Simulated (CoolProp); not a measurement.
Vapour-liquid equilibrium of ethylene (1) + n-perfluorobutane (2) at 261.9 K; x and y are mole fractions of (1).

Values from CoolProp's multi-fluid Helmholtz-energy mixture model, Smukala 2000 and Gao 2022; pair parameters Bell 2016.

| x | bubble pressure (bar) | y at the bubble point | dew pressure at overall composition x (bar) | liquid density (mol/L) |
|---|---|---|---|---|
| 0.05 | 3.085 | 0.770 | 0.7254 | 7.054 |
| 0.125 | 6.986 | 0.893 | ? | 7.388 |
| 0.2 | 10.75 | 0.927 | 0.8648 | 7.743 |
| 0.275 | 13.99 | 0.941 | 0.9562 | 8.120 |
| 0.35 | 16.50 | 0.948 | 1.069 | ? |
| 0.425 | ? | 0.952 | 1.210 | ? |
| 0.5 | 19.67 | 0.955 | 1.395 | 9.405 |
| 0.575 | 20.76 | 0.958 | 1.646 | 9.895 |
| 0.65 | 21.83 | 0.960 | 2.006 | 10.42 |
| 0.725 | ? | 0.964 | 2.569 | 11.00 |
| 0.8 | 24.64 | 0.969 | 3.572 | 11.64 |
| 0.875 | 26.69 | 0.977 | 5.882 | 12.35 |
| 0.95 | 29.33 | 0.989 | ? | ? |

Problem. Some entries are withheld; supply them.

Solution. 
- 0.125, dew pressure at overall composition x (bar): 0.7892
- 0.35, liquid density (mol/L): 8.521
- 0.425, bubble pressure (bar): 18.33
- 0.425, liquid density (mol/L): 8.949
- 0.725, bubble pressure (bar): 23.07
- 0.95, dew pressure at overall composition x (bar): 17.29
- 0.95, liquid density (mol/L): 13.17

No azeotrope shows between x = 0.05 and 0.95.

Pair parameters are fitted to limited data, so mixtures are less certain than the pure fluids. The gap from Raoult's law changes sign with composition, which may be real or a fault of the pair parameters; it wasn't checked against measurements. With so large a gap from Raoult's law the liquid may split in two, which this calculation doesn't test in full.
